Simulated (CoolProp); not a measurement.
A single-stage vapour-compression cycle with R125: evaporating at 250.15 K (dew point), condensing at 270.15 K (bubble point), superheat 0 K, subcooling 2 K, compressor efficiency 0.7, no pressure losses. Each further row changes one setting.

Values from CoolProp's reference Helmholtz-energy equation of state, Lemmon 2005.

```json
[
 {"case": "as stated", "cooling COP": "?", "pressure ratio": "2.02", "discharge temperature (K)": "276.8", "refrigerating effect (kJ/kg)": "128", "volumetric capacity (kJ/m³)": "2440"},
 {"case": "evaporating temperature 255.15 K", "cooling COP": "11.1", "pressure ratio": "1.68", "discharge temperature (K)": "?", "refrigerating effect (kJ/kg)": "130", "volumetric capacity (kJ/m³)": "?"},
 {"case": "condensing temperature 265.15 K", "cooling COP": "?", "pressure ratio": "?", "discharge temperature (K)": "270.4", "refrigerating effect (kJ/kg)": "134", "volumetric capacity (kJ/m³)": "2560"},
 {"case": "subcooling 7 K", "cooling COP": "?", "pressure ratio": "2.02", "discharge temperature (K)": "276.8", "refrigerating effect (kJ/kg)": "134", "volumetric capacity (kJ/m³)": "2560"},
 {"case": "superheat 10 K", "cooling COP": "7.98", "pressure ratio": "2.02", "discharge temperature (K)": "287.0", "refrigerating effect (kJ/kg)": "135", "volumetric capacity (kJ/m³)": "?"},
 {"case": "compressor efficiency 0.6", "cooling COP": "?", "pressure ratio": "2.02", "discharge temperature (K)": "280.0", "refrigerating effect (kJ/kg)": "128", "volumetric capacity (kJ/m³)": "2440"}
]
```

Question: Fill in the missing entries.

Answer: 
- as stated, cooling COP: 7.95
- evaporating temperature 255.15 K, discharge temperature (K): 275.0
- evaporating temperature 255.15 K, volumetric capacity (kJ/m³): 2990
- condensing temperature 265.15 K, cooling COP: 10.9
- condensing temperature 265.15 K, pressure ratio: 1.72
- subcooling 7 K, cooling COP: 8.33
- superheat 10 K, volumetric capacity (kJ/m³): 2450
- compressor efficiency 0.6, cooling COP: 6.81
